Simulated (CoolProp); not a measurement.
Properties of R404A along the isotherm 500 K (Tc = 345.3 K, pc = 3.735 MPa, ω = 0.293).

Computed with CoolProp (reference Helmholtz-energy equation of state, Lemmon 2003). It is a pseudo-pure fit of the blend.

| p (MPa) | phase | Joule-Thomson coefficient (K/MPa) | viscosity (µPa s) |
|---|---|---|---|
| 0.00591 | gas | 3.744 | 20.1 |
| 0.00954 | gas | 3.744 | 20.1 |
| 0.0154 | gas | 3.744 | 20.1 |
| 0.0249 | gas | 3.745 | 20.1 |
| 0.0402 | gas | 3.745 | 20.1 |
| 0.065 | gas | 3.745 | 20.1 |
| 0.105 | gas | 3.746 | 20.1 |
| 0.17 | gas | 3.746 | 20.1 |
| 0.274 | gas | 3.747 | 20.1 |
| 0.443 | gas | 3.748 | 20.1 |
| 0.715 | gas | 3.750 | 20.2 |
| 1.16 | gas | 3.749 | 20.3 |
| 1.87 | gas | 3.741 | 20.5 |

Viscosity comes from a separate model (Geller 2000).
